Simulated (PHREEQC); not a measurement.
PHREEQC input (ion-association model, phreeqc.dat):

```
SOLUTION 1
  temp 89
  units mol/kgw
  pH 7 charge
  Cl 0.0089
END
SELECTED_OUTPUT 1
  -reset false
  -pH true
  -pe true
  -ionic_strength true
  -water true
  -totals Ca Cl F K
  -molalities H+ Ca+2 K+ Cl- F- OH- O2 HF HF2- CaOH+
  -equilibrium_phases Fluorite Sylvite
PRINT
  -reset false
USE solution 1
REACTION 1
  KOH 1
  0 0.0208 0.0417 0.0625 0.0833 0.104 0.125 0.146 0.167 0.188 0.208 0.229 0.25 moles
EQUILIBRIUM_PHASES 1
  Fluorite 0 0.1
  Sylvite 0 0
  O2(g) -0.68 10
END
```

Selected output (columns that matter, 13 of 13 rows; KOH added (mol) added in front):

```
KOH added (mol)	pH	mu	Ca	Cl	F	K	m_H+	m_Ca+2	m_K+	m_Cl-	m_F-	m_OH-	m_HF	Fluorite
0	2.4027	0.011512	0.0023674	0.0089	0.0047348	0	0.0044097	0.0023674	0	0.0089	0.00024003	1.0857e-10	0.0044858	0.097633
0.0208	10.425	0.021844	0.0003499	0.0088986	0.0006998	0.020797	4.3113e-11	0.00034893	0.020797	0.0088986	0.0006998	0.011897	1.1902e-10	0.09965
0.0417	10.842	0.042846	0.00038571	0.0088986	0.00077142	0.041693	1.7065e-11	0.00038327	0.041693	0.0088986	0.00077142	0.032792	4.7338e-11	0.099614
0.0625	11.039	0.063718	0.00041184	0.0088986	0.00082368	0.06249	1.1067e-11	0.00040809	0.06249	0.0088986	0.00082368	0.053588	3.076e-11	0.099588
0.0833	11.169	0.084576	0.00043297	0.0088986	0.00086593	0.083287	8.3333e-12	0.00042801	0.083287	0.0088986	0.00086593	0.074383	2.3169e-11	0.099567
0.104	11.265	0.10532	0.00045078	0.0088986	0.00090156	0.10398	6.7557e-12	0.00044468	0.10398	0.0088986	0.00090156	0.095079	1.8769e-11	0.099549
0.125	11.343	0.12637	0.00046652	0.0088986	0.00093303	0.12498	5.7043e-12	0.00045931	0.12498	0.0088986	0.00093303	0.11607	1.5822e-11	0.099533
0.146	11.408	0.1474	0.00048047	0.0088986	0.00096093	0.14598	4.9585e-12	0.00047219	0.14598	0.0088986	0.00096093	0.13707	1.3723e-11	0.099519
0.167	11.463	0.16843	0.000493	0.0088986	0.000986	0.16697	4.3997e-12	0.0004837	0.16697	0.0088986	0.000986	0.15807	1.2143e-11	0.099507
0.188	11.511	0.18946	0.00050437	0.0088986	0.0010087	0.18797	3.964e-12	0.00049407	0.18797	0.0088986	0.0010087	0.17906	1.0905e-11	0.099496
0.208	11.552	0.20949	0.00051431	0.0088986	0.0010286	0.20797	3.6289e-12	0.00050308	0.20797	0.0088986	0.0010286	0.19906	9.9503e-12	0.099486
0.229	11.59	0.23051	0.00052393	0.0088986	0.0010479	0.22896	3.3382e-12	0.00051175	0.22896	0.0088986	0.0010479	0.22005	9.1184e-12	0.099476
0.25	11.625	0.25153	0.00053283	0.0088986	0.0010657	0.24996	3.0946e-12	0.00051973	0.24996	0.0088986	0.0010657	0.24105	8.4187e-12	0.099467
```

Constants without temperature data keep their 25 °C values here.
